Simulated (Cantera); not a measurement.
Cantera with NASA thermochemical tables; ideal gases at 1 bar, condensed phases pure. Values are per mole of reaction as written; species without (g) are pure solids or liquids, kept so even where they would boil at 1 bar.

Task: Between 475 and 700 K, where is each reaction favourable under standard conditions?
- 2 Li + Cl2(g) = 2 LiCl(g)
- Si + Cl2(g) = SiCl2(g)
- 0.5 Ti + Cl2(g) = 0.5 TiCl4(g)

Result: 
- 2 Li + Cl2(g) = 2 LiCl(g): ΔG° is -459 kJ at 475 K and -485 kJ at 700 K; it stays negative (K > 1). ΔH° is -406 kJ and ΔS° 113 J/K at 700 K.
- Si + Cl2(g) = SiCl2(g): ΔG° is -187 kJ at 475 K and -196 kJ at 700 K; it stays negative (K > 1). ΔH° is -170 kJ and ΔS° 36 J/K at 700 K.
- 0.5 Ti + Cl2(g) = 0.5 TiCl4(g): ΔG° is -353 kJ at 475 K and -339 kJ at 700 K; it stays negative (K > 1). ΔH° is -381 kJ and ΔS° -60 J/K at 700 K.
